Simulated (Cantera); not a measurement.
**TiCl4 + H2O (titanium nitride, carbide and oxide coatings)**

Feed: 1 mol TiCl4, a varied amount of H2O, equilibrated at 752 °C and 1.50 mbar.

Equilibrium computed with Cantera from the NASA thermochemical tables; the gas is ideal and each condensed phase is pure. Candidate condensed phases: H2O, Ti, TiCl2, TiCl3, TiCl4, TiO, TiO2, Ti2O3, Ti3O5, Ti4O7; 23 gas species. Condensed phases not in the tables: TiOCl. Kinetics and transport are ignored.

```csv
n(H2O) (mol),log p HCl,log p H2O,log p TiCl4,log p Cl,log p TiCl3,log p H2,n TiO2(rutile)
1.2,-2.89,-7.51,-3.67,-7.29,-7.31,-8.00,0.600
1.6,-2.85,-7.24,-4.05,-7.35,-7.63,-7.78,0.800
2.2,-2.85,-4.15,-10.22,-7.43,-13.72,-7.63,1.00
3.1,-2.93,-3.49,-11.87,-7.48,<-14,-7.70,1.00
4.2,-3.01,-3.27,-12.64,-7.53,<-14,-7.76,1.00
5.8,-3.11,-3.14,-13.31,-7.60,<-14,-7.83,1.00
8.1,-3.23,-3.04,-13.95,-7.67,<-14,-7.90,1.00
11,-3.34,-2.98,-14.50,-7.75,<-14,-7.97,1.00
15,-3.45,-2.94,<-14,-7.83,<-14,-8.04,1.00
```
log p: log10 of the partial pressure in bar; n: condensed amount in mol.

From 1.2 mol H2O to 15 mol H2O the condensed part is TiO2(rutile).
